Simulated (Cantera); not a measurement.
A closed system holds: 1 mol Si, 16 mol HBr, equilibrated at 1573 K and 5.48 Torr.

These are equilibrium values from Cantera (NASA tables, ideal gas, pure condensed phases), not measurements of a reactor. Candidate condensed phases: Br2, Si; 19 gas species. The tables' values for SiBr3 are old estimates; treat these amounts as uncertain. Rates play no part.

Base state: HBr 0.748, H2 0.108, Br 0.0836, SiBr2 0.0525, SiBr4 0.00397, SiBr3 0.00374, Br2 0.000272, H 0.000156 (mole fractions); condensed: gas only.

What changes in the equilibrium state with this change: pressure from 5.48 Torr to 100 Torr?


| species | before | after |
|---|---|---|
| HBr | 0.748 | 0.802 |
| H2 | 0.108 | 0.113 |
| SiBr4 | 0.00397 | 0.0342 |
| Br | 0.0836 | 0.0206 |
| SiBr2 | 0.0525 | 0.0224 |
| SiHBr3 | 4.79e-5 | 0.000402 |
| H | 0.000156 | 3.74e-5 |
| SiBr3 | 0.00374 | 0.00718 |
